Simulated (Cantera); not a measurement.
**Equilibrium for carbothermic reduction: Fe₃O₄ + C + N₂**

A closed system holds: 1 mol Fe₃O₄, 1 mol C, a varied amount of N₂, equilibrated at 0.870 bar.

Equilibrium computed with Cantera from the NASA thermochemical tables; the gas is ideal and each condensed phase is pure. Candidate condensed phases: C, Fe, Fe(CO)₅, FeO, Fe₂O₃, Fe₃O₄; 27 gas species. Each liquid is taken as pure. Mutual solubility and eutectic melting of coexisting phases are not modelled. The tables' stoichiometric FeO is somewhat more stable than real wüstite, so its field is too wide. FeO: taken at fixed stoichiometry. Equilibrium is a limit: real reactors are often held back by kinetics, nucleation or transport.

Q: Map the stable condensed phases over T = 1702, 1752, 1802, 1852, 1902, 1952, 2002, 2052, 2102, 2152, 2202, 2252, 2302 °C and n(N₂) in mol = 0.43, 0.68, 1.1, 1.7, 2.7, 4.3, 6.8, 11, 17.

A: 
```
T in °C \ n(N₂) in mol
         0.43 0.68  1.1  1.7  2.7  4.3  6.8   11   17
   2302     A    A    A    A    A    A    A    A    A
   2252     B    A    A    A    A    A    A    A    A
   2202     B    B    B    A    A    A    A    A    A
   2152     B    B    B    B    A    A    A    A    A
   2102     B    B    B    B    B    B    A    A    A
   2052     B    B    B    B    B    B    B    A    A
   2002     B    B    B    B    B    B    B    B    A
   1952     B    B    B    B    B    B    B    B    B
   1902     B    B    B    B    B    B    B    B    B
   1852     B    B    B    B    B    B    B    B    B
   1802     B    B    B    B    B    B    B    B    B
   1752     B    B    B    B    B    B    B    B    B
   1702     B    B    B    B    B    B    B    B    B
```
A: FeO; B: Fe + FeO.
